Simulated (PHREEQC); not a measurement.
# Copper plating or etch bath

Solution (25 °C): 0.07 mol/kgw Cu(NO3)2 and 8.8e-05 mol/kgw H3BO3. Closed to the air; pH follows from the charge balance.

Model: ion-association model, wateq4f.dat, run in PHREEQC.

No solid was allowed to form.

Task: Estimate the pH.

Result: pH 4.30.
